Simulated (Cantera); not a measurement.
Feed: 1 mol TiO2, 0.33 mol C, a varied amount of H2, held at 0.000870 bar.

Points: T (K) = 1373, 1423, 1473, 1523, 1573, 1623, 1673, 1723, 1773, 1823; n(H2) (mol) = 0.89, 1.6, 2.3, 2.9, 3.6, 4.3, 5, 5.7, 6.3.

Cantera's Mixture.equilibrate('TP', solver="vcs", rtol=1e-11, max_steps=5000) on the NASA tables stopped like this:

```
*******************************************************************************
CanteraError thrown by VCS_SOLVE::solve_tp_inner:
vcs_solve_TP: ERROR on step change wt[120:TiO2(ru)]: -3.469446951953614e-18 < 0.0
*******************************************************************************
```

### Question
What got this run through?

### Answer
One answer among several that fit: The failure is numerical, not chemical. The same input converged with solver="gibbs", rtol=1e-10, max_steps=50000, and the result passed a check of the equilibrium conditions:
```
   1373       0.89  Ti3O5(b) + Ti4O7(s)
   1373        1.6  Ti3O5(b) + Ti4O7(s)
   1373        2.3  Ti3O5(b) + Ti4O7(s)
   1373        2.9  Ti3O5(b)
   1373        3.6  Ti3O5(b)
   1373        4.3  Ti3O5(b)
   1373          5  Ti3O5(b)
   1373        5.7  Ti3O5(b)
   1373        6.3  Ti3O5(b)
   1423       0.89  Ti3O5(b) + Ti4O7(s)
   1423        1.6  Ti3O5(b)
   1423        2.3  Ti3O5(b)
   1423        2.9  Ti3O5(b)
   1423        3.6  Ti3O5(b)
   1423        4.3  Ti3O5(b)
   1423          5  Ti3O5(b)
   1423        5.7  Ti3O5(b)
   1423        6.3  Ti3O5(b)
   1473       0.89  Ti3O5(b)
   1473        1.6  Ti3O5(b)
   1473        2.3  Ti3O5(b)
   1473        2.9  Ti3O5(b)
   1473        3.6  Ti3O5(b)
   1473        4.3  Ti3O5(b)
   1473          5  Ti3O5(b)
   1473        5.7  Ti3O5(b)
   1473        6.3  Ti3O5(b)
   1523       0.89  Ti3O5(b)
   1523        1.6  Ti3O5(b)
   1523        2.3  Ti3O5(b)
   1523        2.9  Ti3O5(b)
   1523        3.6  Ti3O5(b)
   1523        4.3  Ti3O5(b)
   1523          5  Ti3O5(b)
   1523        5.7  Ti3O5(b)
   1523        6.3  Ti3O5(b)
   1573       0.89  Ti3O5(b)
   1573        1.6  Ti3O5(b)
   1573        2.3  Ti3O5(b)
   1573        2.9  Ti3O5(b)
   1573        3.6  Ti3O5(b)
   1573        4.3  Ti3O5(b)
   1573          5  Ti3O5(b)
   1573        5.7  Ti3O5(b)
   1573        6.3  Ti2O3(b) + Ti3O5(b)
   1623       0.89  Ti3O5(b)
   1623        1.6  Ti3O5(b)
   1623        2.3  Ti3O5(b)
   1623        2.9  Ti3O5(b)
   1623        3.6  Ti3O5(b)
   1623        4.3  Ti3O5(b)
   1623          5  Ti2O3(b) + Ti3O5(b)
   1623        5.7  Ti2O3(b) + Ti3O5(b)
   1623        6.3  Ti2O3(b) + Ti3O5(b)
   1673       0.89  Ti3O5(b)
   1673        1.6  Ti3O5(b)
   1673        2.3  Ti3O5(b)
   1673        2.9  Ti3O5(b)
   1673        3.6  Ti3O5(b)
   1673        4.3  Ti2O3(b) + Ti3O5(b)
   1673          5  Ti2O3(b) + Ti3O5(b)
   1673        5.7  Ti2O3(b) + Ti3O5(b)
   1673        6.3  Ti2O3(b) + Ti3O5(b)
   1723       0.89  Ti3O5(b)
   1723        1.6  Ti3O5(b)
   1723        2.3  Ti3O5(b)
   1723        2.9  Ti2O3(b) + Ti3O5(b)
   1723        3.6  Ti2O3(b) + Ti3O5(b)
   1723        4.3  Ti2O3(b) + Ti3O5(b)
   1723          5  Ti2O3(b) + Ti3O5(b)
   1723        5.7  Ti2O3(b) + Ti3O5(b)
   1723        6.3  Ti2O3(b) + Ti3O5(b)
   1773       0.89  Ti3O5(b)
   1773        1.6  Ti3O5(b)
   1773        2.3  Ti2O3(b) + Ti3O5(b)
   1773        2.9  Ti2O3(b) + Ti3O5(b)
   1773        3.6  Ti2O3(b) + Ti3O5(b)
   1773        4.3  Ti2O3(b) + Ti3O5(b)
   1773          5  Ti2O3(b) + Ti3O5(b)
   1773        5.7  Ti2O3(b) + Ti3O5(b)
   1773        6.3  Ti2O3(b) + Ti3O5(b)
   1823       0.89  Ti3O5(b)
   1823        1.6  Ti3O5(b)
   1823        2.3  Ti2O3(b) + Ti3O5(b)
   1823        2.9  Ti2O3(b) + Ti3O5(b)
   1823        3.6  Ti2O3(b) + Ti3O5(b)
   1823        4.3  Ti2O3(b) + Ti3O5(b)
   1823          5  Ti2O3(b) + Ti3O5(b)
   1823        5.7  Ti2O3(b) + Ti3O5(b)
   1823        6.3  Ti2O3(b) + Ti3O5(b)
```

The gas is ideal and each condensed phase is pure. Mutual solubility and eutectic melting of coexisting phases are not modelled. Condensed phases not in the tables: Magnéli phases beyond Ti4O7.
